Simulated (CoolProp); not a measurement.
Saturation properties of 1-butene (Tc = 419.3 K, pc = 4006 kPa, ω = 0.192).

Model: reference Helmholtz-energy equation of state, Lemmon 2005, in CoolProp. It is a short technical equation, of lower accuracy than the large ones.

```json
[
 {"T (K)": "253.3", "p (kPa)": "57.85", "liquid density (kg/m³)": "640.9", "enthalpy of vaporisation (kJ/kg)": "…", "liquid cp (kJ/(kg K))": "2.116", "surface tension (mN/m)": "17.8"},
 {"T (K)": "265.8", "p (kPa)": "97.27", "liquid density (kg/m³)": "626.8", "enthalpy of vaporisation (kJ/kg)": "393.2", "liquid cp (kJ/(kg K))": "…", "surface tension (mN/m)": "…"},
 {"T (K)": "278.3", "p (kPa)": "155.1", "liquid density (kg/m³)": "612.3", "enthalpy of vaporisation (kJ/kg)": "381.1", "liquid cp (kJ/(kg K))": "2.214", "surface tension (mN/m)": "14.5"},
 {"T (K)": "290.8", "p (kPa)": "…", "liquid density (kg/m³)": "597.3", "enthalpy of vaporisation (kJ/kg)": "368.3", "liquid cp (kJ/(kg K))": "2.272", "surface tension (mN/m)": "12.9"},
 {"T (K)": "303.3", "p (kPa)": "346.5", "liquid density (kg/m³)": "581.7", "enthalpy of vaporisation (kJ/kg)": "354.6", "liquid cp (kJ/(kg K))": "2.337", "surface tension (mN/m)": "11.4"},
 {"T (K)": "315.8", "p (kPa)": "…", "liquid density (kg/m³)": "565.3", "enthalpy of vaporisation (kJ/kg)": "…", "liquid cp (kJ/(kg K))": "2.410", "surface tension (mN/m)": "9.85"},
 {"T (K)": "328.3", "p (kPa)": "677.2", "liquid density (kg/m³)": "547.9", "enthalpy of vaporisation (kJ/kg)": "323.8", "liquid cp (kJ/(kg K))": "2.494", "surface tension (mN/m)": "8.39"},
 {"T (K)": "340.7", "p (kPa)": "908.5", "liquid density (kg/m³)": "…", "enthalpy of vaporisation (kJ/kg)": "306.3", "liquid cp (kJ/(kg K))": "2.592", "surface tension (mN/m)": "6.98"},
 {"T (K)": "353.2", "p (kPa)": "1196", "liquid density (kg/m³)": "509.6", "enthalpy of vaporisation (kJ/kg)": "…", "liquid cp (kJ/(kg K))": "2.713", "surface tension (mN/m)": "5.63"},
 {"T (K)": "365.7", "p (kPa)": "1545", "liquid density (kg/m³)": "487.5", "enthalpy of vaporisation (kJ/kg)": "264.2", "liquid cp (kJ/(kg K))": "2.869", "surface tension (mN/m)": "4.33"}
]
```

Problem. What belongs in the gaps?

Solution. 
- 253.3, enthalpy of vaporisation (kJ/kg): 404.7
- 265.8, liquid cp (kJ/(kg K)): 2.162
- 265.8, surface tension (mN/m): 16.1
- 290.8, p (kPa): 236.3
- 315.8, p (kPa): 491.4
- 315.8, enthalpy of vaporisation (kJ/kg): 339.9
- 340.7, liquid density (kg/m³): 529.6
- 353.2, enthalpy of vaporisation (kJ/kg): 286.6

It boils at 266.8 K under 1 atm.

Surface tension comes from a separate correlation (Mulero 2012).
